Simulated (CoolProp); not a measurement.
Vapour-liquid equilibrium of propylene (1) + 1-butene (2) at -70.05 °C; x and y are mole fractions of (1).

Computed with CoolProp (multi-fluid Helmholtz-energy mixture model, Lemmon 2013 and Lemmon 2005; pair parameters Bell 2016).

| x | bubble pressure (MPa) | y at the bubble point | dew pressure at overall composition x (MPa) | liquid density (mol/L) |
|---|---|---|---|---|
| 0.05 | 0.004782 | 0.339 | 0.003479 | 12.51 |
| 0.125 | 0.006962 | 0.581 | 0.003744 | 12.69 |
| 0.2 | 0.009132 | 0.707 | 0.004052 | 12.87 |
| 0.275 | 0.01129 | 0.785 | 0.004416 | 13.06 |
| 0.35 | 0.01345 | 0.837 | 0.004852 | 13.26 |
| 0.425 | 0.01560 | 0.875 | 0.005382 | 13.46 |
| 0.5 | 0.01774 | 0.904 | 0.006043 | 13.66 |
| 0.575 | 0.01989 | 0.927 | 0.006887 | 13.87 |
| 0.65 | 0.02203 | 0.946 | 0.008006 | 14.08 |
| 0.725 | 0.02418 | 0.961 | 0.009556 | 14.30 |
| 0.8 | 0.02633 | 0.974 | 0.01185 | 14.52 |
| 0.875 | 0.02848 | 0.985 | 0.01556 | 14.75 |
| 0.95 | 0.03065 | 0.994 | 0.02260 | 14.98 |

No azeotrope shows between x = 0.05 and 0.95.

Pair parameters are fitted to limited data, so mixtures are less certain than the pure fluids.
